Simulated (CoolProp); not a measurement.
Properties of neopentane along the isotherm 461.9 K.

Model: reference Helmholtz-energy equation of state, Lemmon 2006, in CoolProp. It is a short technical equation, of lower accuracy than the large ones.

```tsv
p (MPa)	phase	speed of sound (m/s)	expansivity (1/kK)
0.0505	gas	235.5	2.196
0.0742	gas	235.0	2.210
0.109	gas	234.4	2.232
0.16	gas	233.4	2.265
0.235	gas	232.0	2.315
0.344	gas	230.0	2.390
0.505	gas	226.8	2.510
0.742	gas	222.1	2.706
1.09	gas	214.7	3.045
1.6	gas	203.1	[?]
2.35	gas	183.9	5.220
3.44	supercritical	151.1	10.86
5.05	supercritical	151.6	21.50
7.42	supercritical	276.6	6.505
10.9	supercritical	381.6	[?]
16	supercritical	[?]	2.660
```

Complete the blanks.


- 1.6, expansivity (1/kK): 3.696
- 10.9, expansivity (1/kK): 3.832
- 16, speed of sound (m/s): 485.4
